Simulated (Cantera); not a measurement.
What does this Cantera script print?

```python
import numpy as np
import cantera as ct

gas_names = [...]  # 109 gases of nasa_gas.yaml made of C, Cl, H, Si
cond_names = """
    C(gr) C6H6(L) C7H8(L) C8H18(L),n-octa Si(cr) Si(L) SiC(b)
""".split()


# ... load() reads the species with a 1 bar reference pressure and builds the phases ...
atoms = {
    'CCl4': {'C': 1, 'CL': 4},
    'Si': {'Si': 1},
    'H2': {'H': 2},
}
top_T = {'C(gr)': 4500, 'SiC(b)': 3050}  # K; cautious upper limits of use, not melting points


# ... equilibrate(T, P, feed) seeds the gas with the atoms and calls Mixture.equilibrate('TP', solver="vcs", rtol=1e-11, max_steps=5000) ...
results = []
feed = {'CCl4': 1, 'Si': 1.4, 'H2': 7.8}  # mol
T = 1500  # K
P = 10000  # Pa
mix = equilibrate(T, P, feed)
results.append((T, P, feed, dict(zip(mix.species_names, mix.species_moles))))
print(gas.report(threshold=0.001))
for i in range(1, mix.n_phases):
    print(f"{mix.phase(i).name:16s} {mix.phase_moles(i):12.5e} mol")
```

Output:

```
       temperature   1500 K
          pressure   10000 Pa
           density   0.013981 kg/m^3
  mean mol. weight   17.436 kg/kmol
   phase of matter   gas

                          1 kg             1 kmol
                     ---------------   ---------------
          enthalpy       -1.3423e+05       -2.3405e+06  J
   internal energy        -8.495e+05       -1.4812e+07  J
           entropy             13306          2.32e+05  J/K
    Gibbs function       -2.0093e+07       -3.5035e+08  J
 heat capacity c_p            1980.7             34537  J/K
 heat capacity c_v            1503.9             26222  J/K

                      mass frac. Y      mole frac. X     chem. pot. / RT
                     ---------------   ---------------   ---------------
               HCL            0.6423           0.30719           -36.287
                H2          0.075314           0.65139           -21.334
             SiCL2           0.14223          0.025054           -58.748
             SiCL3           0.05791          0.007511           -84.368
             SiCL4          0.069672         0.0071509           -109.99
            SiHCL3          0.012199         0.0015705           -95.035
     [ +103 minor]        0.00037296        0.00013289

C(gr)             0.00000e+00 mol
Si(cr)            0.00000e+00 mol
SiC(b)            9.99855e-01 mol
```

These are equilibrium values from Cantera (NASA tables, ideal gas, pure condensed phases), not measurements of a reactor. The tables' values for SiCl3 are old estimates; treat these amounts as uncertain.
